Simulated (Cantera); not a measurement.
Feed: 1 mol Cr, 2.7 mol NH3, 70 mol H2, held at 750 Torr.

Method: chemical equilibrium by Gibbs-energy minimisation in Cantera with the NASA 1993 tables (ideal gas, pure condensed phases). Candidate condensed phases: Cr, CrN, Cr2N; 11 gas species. Kinetics and transport are ignored.

### Question
At 2223 K, list the 4 most abundant gas species with their mole fractions, and the condensed phases.

### Answer
H2 0.966, N2 0.0177, Cr 0.0102, H 0.00630. Condensed: Cr(l).
